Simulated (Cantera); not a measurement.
A closed system holds: 1 mol C3H8, 37 mol H2, equilibrated at 13300 Pa.

Cantera equilibrium calculation (NASA polynomials, part measured and part estimated; ideal gas, pure solids and liquids). Candidate condensed phases: C, C6H6, C7H8, C8H18; 76 gas species. Equilibrium is a limit: real reactors are often held back by kinetics, nucleation or transport.

log p: log10 of the partial pressure in bar; n: condensed amount in mol.

| T (K) | log p H2 | log p CH4 | log p H | log p C2H2 (acetylene) | log p C2H4 | log p C2H6 | n C(graphite) |
|---|---|---|---|---|---|---|---|
| 700 | -0.91 | -1.98 | <-12 | <-12 | -11.12 | -8.41 | 0 |
| 750 | -0.91 | -1.98 | <-12 | <-12 | -10.06 | -8.05 | 0 |
| 800 | -0.91 | -1.98 | -11.99 | <-12 | -9.13 | -7.74 | 0 |
| 850 | -0.91 | -2.02 | -11.14 | -11.93 | -8.40 | -7.56 | 0.264 |
| 900 | -0.89 | -2.29 | -10.38 | -11.14 | -8.24 | -7.86 | 1.48 |
| 950 | -0.88 | -2.54 | -9.70 | -10.45 | -8.10 | -8.16 | 2.14 |
| 1000 | -0.88 | [?] | [?] | [?] | [?] | [?] | 2.50 |
| 1050 | -0.88 | -3.00 | -8.53 | -9.26 | -7.89 | -8.69 | 2.69 |
| 1100 | -0.88 | -3.20 | -8.03 | -8.75 | -7.80 | -8.93 | 2.81 |
| 1150 | -0.88 | -3.38 | -7.57 | -8.29 | -7.73 | -9.14 | 2.87 |
| 1200 | -0.88 | -3.55 | -7.14 | -7.86 | -7.65 | -9.34 | 2.91 |
| 1250 | -0.88 | [?] | [?] | [?] | [?] | [?] | 2.94 |
| 1300 | -0.88 | -3.86 | -6.39 | -7.12 | -7.53 | -9.70 | 2.96 |
| 1350 | -0.88 | -3.99 | -6.06 | -6.78 | -7.48 | -9.86 | 2.97 |

What belongs in the gaps?


- 1250, log p CH4: -3.71
- 1250, log p H: -6.75
- 1250, log p C2H2 (acetylene): -7.47
- 1250, log p C2H4: -7.59
- 1250, log p C2H6: -9.53
- 1000, log p CH4: -2.78
- 1000, log p H: -9.08
- 1000, log p C2H2 (acetylene): -9.82
- 1000, log p C2H4: -7.99
- 1000, log p C2H6: -8.44
